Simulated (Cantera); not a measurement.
Input (Python, Cantera) and output of one run.

```python
import numpy as np
import cantera as ct

gas_names = [...]  # 109 gases of nasa_gas.yaml made of C, Cl, H, Si
cond_names = """
    C(gr) C6H6(L) C7H8(L) C8H18(L),n-octa Si(cr) Si(L) SiC(b)
""".split()


# ... load() reads the species with a 1 bar reference pressure and builds the phases ...
atoms = {
    'SiHCl3': {'Si': 1, 'H': 1, 'CL': 3},
    'C2H4': {'C': 2, 'H': 4},
    'H2': {'H': 2},
}
top_T = {'C(gr)': 4500, 'SiC(b)': 3050}  # K; cautious upper limits of use, not melting points


# ... equilibrate(T, P, feed) seeds the gas with the atoms and calls Mixture.equilibrate('TP', solver="vcs", rtol=1e-11, max_steps=5000) ...
results = []
feed = {'SiHCl3': 1, 'C2H4': 0.046, 'H2': 9.1}  # mol
P = 60000  # Pa
for T in [1300, 1400, 1500, 1600, 1700, 1800, 1900, 2000, 2100, 2200, 2300, 2400, 2500]:
    mix = equilibrate(T, P, feed)
    results.append((T, P, feed, dict(zip(mix.species_names, mix.species_moles))))

top = {s: max(r[3][s] / sum(r[3][g] for g in gas_names) for r in results) for s in gas_names}
cols = sorted((s for s in top if top[s] > 1e-05), key=lambda s: -top[s])[:5]
seen = [c for c in cond_names if any(r[3].get(c, 0) > 1e-12 for r in results)]
print("log10 of partial pressures in bar; condensed amounts in mol")
print(f"{'T/K':>10s}" + "".join(f"{s[:9]:>10s}" for s in cols + seen))
for T, P, feed, n in results:
    ng = sum(n[g] for g in gas_names)
    print(f"{T:10.4g}" + "".join(f"{np.log10(max(n[s] / ng * P / 1e5, 1e-99)):10.3f}" for s in cols)
          + "".join(f"{n.get(c, 0):10.4g}" for c in seen))
```

Output:

```
log10 of partial pressures in bar; condensed amounts in mol
       T/K        H2       HCL     SiCL2     SiCL4         H    Si(cr)     Si(L)    SiC(b)
      1300    -0.284    -1.407    -2.105    -1.773    -6.098    0.1877         0   0.09189
      1400    -0.295    -1.272    -1.778    -2.005    -5.461    0.1847         0    0.0919
      1500    -0.305    -1.194    -1.576    -2.363    -4.907    0.1601         0   0.09192
      1600    -0.311    -1.159    -1.469    -2.815    -4.420    0.1339         0   0.09192
      1700    -0.314    -1.144    -1.420    -3.289    -3.989         0    0.1189   0.09193
      1800    -0.317    -1.114    -1.420    -3.717    -3.605         0    0.1497   0.09192
      1900    -0.320    -1.090    -1.429    -4.115    -3.260         0    0.1799   0.09189
      2000    -0.322    -1.072    -1.442    -4.481    -2.950         0    0.2074   0.09183
      2100    -0.325    -1.056    -1.458    -4.817    -2.669         0    0.2307   0.09162
      2200    -0.328    -1.044    -1.475    -5.127    -2.413         0     0.247   0.09092
      2300    -0.332    -1.035    -1.495    -5.415    -2.180         0    0.2514   0.08875
      2400    -0.339    -1.030    -1.518    -5.687    -1.968         0    0.2343   0.08246
      2500    -0.348    -1.031    -1.545    -5.948    -1.774         0    0.1784   0.06523
```

Cantera equilibrium calculation (NASA polynomials, part measured and part estimated; ideal gas, pure solids and liquids). Mutual solubility and eutectic melting of coexisting phases are not modelled. The tables' values for SiCl3, SiCl are old estimates; treat these amounts as uncertain. Gases not in the tables: Si2H6 and higher silanes.
